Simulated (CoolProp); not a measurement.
Model: reference Helmholtz-energy equation of state, Gao 2022, in CoolProp.

Task: Give the vapour pressure (bar), liquid density (kg/m³), vapour Z of saturated n-perfluorohexane at 311.5, 319.2, 342 K.

Result: 
| T (K) | p (bar) | liquid density (kg/m³) | vapour Z |
|---|---|---|---|
| 311.5 | 0.511 | 1640 | 0.962 |
| 319.2 | 0.685 | 1610 | 0.953 |
| 342 | 1.48 | 1540 | 0.917 |
